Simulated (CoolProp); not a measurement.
Carbon monoxide along the isotherm -78.35 °C: Z from the reference equation and from simpler models built on Tc = -140.3 °C, pc = 34.98 bar, ω = 0.050; each cubic takes its own stable root.

Model: reference Helmholtz-energy equation of state, Lemmon 2006, in CoolProp. It is a short technical equation, of lower accuracy than the large ones.

| p (bar) | phase | reference |
|---|---|---|
| 15.9 | gas | 0.9552 |
| 31.8 | gas | 0.9123 |
| 47.7 | supercritical | 0.8725 |
| 63.6 | supercritical | 0.8376 |
| 79.5 | supercritical | 0.8094 |
| 95.4 | supercritical | 0.7899 |
| 111 | supercritical | 0.7802 |
| 127 | supercritical | 0.7800 |
| 143 | supercritical | 0.7884 |
| 159 | supercritical | 0.8036 |
| 175 | supercritical | 0.8241 |

Problem. How far does each simpler model (Redlich-Kwong, Soave-Redlich-Kwong, Peng-Robinson) lie from the reference over these 11 states: mean and median of the absolute difference, and the worst?

Solution. 
- Redlich-Kwong: mean 0.4 %, median 0.3 %, worst -0.9 % at -78.35 °C and 63.6 bar
- Soave-Redlich-Kwong: mean 2.6 %, median 3.0 %, worst +4.2 % at -78.35 °C and 143 bar
- Peng-Robinson: mean 2.3 %, median 2.4 %, worst -3.3 % at -78.35 °C and 175 bar
